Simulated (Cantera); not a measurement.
A closed system holds: 1 mol CF4, 0.28 mol H2, at 575 °C and 13.3 mbar.

Cantera equilibrium calculation (NASA polynomials, part measured and part estimated; ideal gas, pure solids and liquids). Candidate condensed phases: C, C6H6, C7H8, C8H18; 95 gas species. Condensed phases not in the tables: fluorocarbon polymer. Gases not in the tables: C2F6 and larger saturated fluorocarbons. Kinetics and transport are ignored.

Base state: CF4 0.606, HF 0.394 (mole fractions); condensed: C(graphite).

Q: What changes in the equilibrium state with this change: temperature from 575 °C to 3000 °C?

A: 
```csv
species,before,after
F,<1e-9,0.728
HF,0.394,0.116
CF,<1e-9,0.0688
CF4,0.606,2.52e-8
C3,<1e-9,0.0389
C,<1e-9,0.0200
H,<1e-9,0.0135
C2,<1e-9,0.00854
CF2,<1e-9,0.00605
C5,<1e-9,0.000362
C4,<1e-9,0.000132
"C(graphite), mol",0.140,0
```
